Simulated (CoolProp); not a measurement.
Saturated liquid density (kg/m³) of n-perfluorohexane: the reference equation beside estimates from Tc = 448.0 K, pc = 1.742 MPa, ω = 0.497.

The numbers come from the reference Helmholtz-energy equation of state, Gao 2022 in CoolProp.

```
T (K)  reference  Soave-Redlich-Kwong  Peng-Robinson
-----  ---------  -------------------  -------------
273         1748                 1515           1707
296.4       1681                 1459           1647
319.8       1611                 1394           1577
343.3       1536                 1317           1492
366.7       1451                 1225           1390
390.2       1352                 1111           1261
413.6       1222                964.6           1091
437.1       1009                743.0          830.7
```

Absolute difference from the reference over all 8 rows, mean and median: Soave-Redlich-Kwong 16.9 and 14.9 %, Peng-Robinson 6.1 and 3.5 %.
